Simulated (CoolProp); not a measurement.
Vapour-liquid equilibrium of R152A (1) + n-butane (2) at 50.35 °C; x and y are mole fractions of (1).

The numbers come from the multi-fluid Helmholtz-energy mixture model, Outcalt 1996 and Bücker 2006; pair parameters Bell 2016 in CoolProp.

```tsv
x	bubble pressure, mixture model (bar)	bubble pressure, Raoult's law (bar)	y, mixture model	y, Raoult's law
0.05	6.313	5.347	0.218	0.111
0.15	8.217	6.034	0.423	0.295
0.25	9.470	6.722	0.524	0.442
0.35	10.33	7.409	0.589	0.561
0.45	10.96	8.096	0.639	0.660
0.55	11.44	8.784	0.684	0.744
0.65	11.81	9.471	0.731	0.815
0.75	12.07	10.16	0.785	0.877
0.85	12.18	10.85	0.851	0.931
0.95	12.06	11.53	0.941	0.978
```

The largest gap from Raoult's law is +40.9 % in bubble pressure, at x = 0.25. y crosses x between x = 0.85 and 0.95: the model has an azeotrope there.

The pair parameters rest on a limited set of measurements; away from them the model extrapolates.
